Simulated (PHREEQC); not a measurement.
Consider water at 25 °C with 6.6 mmol/kgw CuSO4. Closed to the air; pH follows from the charge balance.

Computed with PHREEQC (ion-association model, wateq4f.dat).

No solid was allowed to form.

Question: Predict the pH, ionic strength.

Answer: pH 4.97; ionic strength 0.0196 mol/kgw.

Question: In which forms is Cu present?

Answer: Cu+2 74 %, CuSO4 26 % of the Cu.

Examples of supersaturated solids here: Antlerite, Brochantite. Others may be too. Species that the database lacks are ignored.
